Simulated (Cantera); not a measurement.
Charge: 1 mol C3H8, 3 mol CO2, held at 53.0 mbar.

Equilibrium computed with Cantera from the NASA thermochemical tables; the gas is ideal and each condensed phase is pure. Candidate condensed phases: C, C6H6, C7H8, C8H18, H2O; 110 gas species. The numbers say what is thermodynamically allowed, not how fast it happens.

x: gas mole fraction; n: condensed amount in mol.

```csv
T (K),x CO,x H2,x CO2,x H,x H2O,x CH4,n C(graphite)
673,0.0220,0.256,0.343,<1e-12,0.326,0.0532,3.57
873,0.430,0.414,0.111,1.31e-10,0.0402,0.00408,1.28
1073,0.596,0.399,0.00265,3.85e-8,0.00164,0.000389,0.0388
1273,0.600,0.400,0.000137,1.96e-6,0.000151,7.96e-5,0.00208
1473,0.600,0.400,1.61e-5,3.48e-5,2.66e-5,2.49e-5,0
1673,0.600,0.400,___,___,___,___,0
1873,0.599,0.399,4.00e-6,0.00177,1.09e-5,1.20e-6,0
2073,0.598,0.395,3.06e-6,0.00718,9.79e-6,3.30e-7,0
2273,0.593,0.384,2.47e-6,0.0226,8.84e-6,1.09e-7,0
2473,0.583,0.359,2.05e-6,0.0581,7.73e-6,4.00e-8,0
2673,0.563,___,1.72e-6,___,___,___,0
2873,0.533,0.243,1.62e-6,0.225,5.25e-6,4.01e-9,0
3073,0.497,0.161,1.99e-6,0.342,4.86e-6,6.73e-10,0
```

Q: Some entries are withheld; supply them.

A: 
- 1673, x CO2: 5.97e-6
- 1673, x H: 0.000313
- 1673, x H2O: 1.32e-5
- 1673, x CH4: 5.59e-6
- 2673, x H2: 0.313
- 2673, x H: 0.125
- 2673, x H2O: 6.38e-6
- 2673, x CH4: 1.43e-8
